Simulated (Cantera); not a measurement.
A freely propagating, adiabatic, planar premixed flame of 6.19 % CH4, 0.600 % C2H6, 19.6 % O2, 73.7 % N2, unburnt at 525 K and 0.227 atm; unity-Lewis-number transport, grid criteria slope 0.08 and curve 0.16, no radiation.

Cantera simulation using GRI-Mech 3.0 (53 species, 325 reactions); the numbers are that mechanism's predictions, not measurements. Unity Lewis numbers drop preferential diffusion, which matters most where H2 and H carry the flame. Burning velocities carry a grid error of a few per cent, more on coarse grids.

**Question.** Predict: laminar burning velocity; thermal thickness; peak x(HO2); peak x(CH3).

**Answer.** 
* **laminar burning velocity**: 79.4 cm/s
* **thermal thickness**: 1.56 mm
* **peak x(HO2)**: 0.000141
* **peak x(CH3)**: 0.00133
